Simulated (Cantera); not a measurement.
Feed: 1 mol CH₃Cl, 8.6 mol H₂, held at 0.00975 Torr.

Equilibrium computed with Cantera from the NASA thermochemical tables; the gas is ideal and each condensed phase is pure. Candidate condensed phases: C, C₆H₆, C₇H₈, C₈H₁₈; 91 gas species. Kinetics and transport are ignored. All values below are at 2473 K.

Base state: H 0.910, Cl 0.0458, H₂ 0.0217, C₃ 0.0121, C 0.00692, HCl 0.00154, C₂ 0.00142, C₂H 0.000367 (mole fractions); condensed: gas only.

Question: What changes in the equilibrium state with this change: CH₃Cl replaced by CCl₄?

Answer: 
```tsv
species	before	after
H	0.910	0.775
Cl	0.0458	0.184
H₂	0.0217	0.0157
C₃	0.0121	0.0122
HCl	0.00154	0.00525
C₂H₂ (acetylene)	0.000129	9.36e-5
C₂H	0.000367	0.000313
C₅	1.98e-5	1.99e-5
C₂	0.00142	0.00142
```
